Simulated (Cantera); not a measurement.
A perfectly stirred reactor is fed with CO : H₂ : CH₄ : O₂ : N₂ = 1 : 0.17 : 0.84 : 2.98 : 11.2 (molar parts), at 0.440 bar; it is adiabatic with a 300 K inlet, and is followed from long to short residence time, starting on the burning branch (τ in s: 0.025, 0.013, 0.0073, 0.004, 0.0022, 0.0012, 0.00064, 0.00035, 0.00019, 0.0001, 5.7e-05, 3.1e-05).

Cantera simulation using GRI-Mech 3.0 (53 species, 325 reactions); the numbers are that mechanism's predictions, not measurements.

**Question.** What does this change do: pressure from 0.440 bar to 10.0 bar?

**Answer.** 
```tsv
quantity	before	after
blow-out, bracketed by the residence times tried	burning at 0.350 ms, out at 0.190 ms	burning at 57.0 µs, out at 31.0 µs
x(CO) at τ = 25.0 ms	0.00830	0.000556
x(H₂) at τ = 25.0 ms	0.00185	9.27e-5
x(CH₄) at τ = 25.0 ms	1.28e-5	4.00e-6
x(CH₃) at τ = 25.0 ms	3.20e-6	1.25e-6
x(CH₂O) at τ = 25.0 ms	1.93e-6	5.48e-7
x(CO) at τ = 0.640 ms	0.0310	0.00480
x(H₂) at τ = 0.640 ms	0.00677	0.000565
x(CH₄) at τ = 0.640 ms	0.000268	6.45e-5
x(CH₃) at τ = 0.640 ms	3.30e-5	1.84e-5
x(CH₂O) at τ = 0.640 ms	2.61e-5	9.76e-6
```

**Question.** What does this change do: 0.58 parts CO2 added?

**Answer.** 
| quantity | before | after |
|---|---|---|
| blow-out, bracketed by the residence times tried | burning at 0.350 ms, out at 0.190 ms | burning at 0.350 ms, out at 0.190 ms |
| x(CO) at τ = 25.0 ms | 0.00830 | 0.00902 |
| x(H₂) at τ = 25.0 ms | 0.00185 | 0.00163 |
| x(CH₄) at τ = 25.0 ms | 1.28e-5 | 1.57e-5 |
| x(CH₃) at τ = 25.0 ms | 3.20e-6 | 3.43e-6 |
| x(CH₂O) at τ = 25.0 ms | 1.93e-6 | 2.24e-6 |
| x(CO) at τ = 0.640 ms | 0.0310 | 0.0339 |
| x(H₂) at τ = 0.640 ms | 0.00677 | 0.00603 |
| x(CH₄) at τ = 0.640 ms | 0.000268 | 0.000361 |
| x(CH₃) at τ = 0.640 ms | 3.30e-5 | 3.71e-5 |
| x(CH₂O) at τ = 0.640 ms | 2.61e-5 | 3.19e-5 |
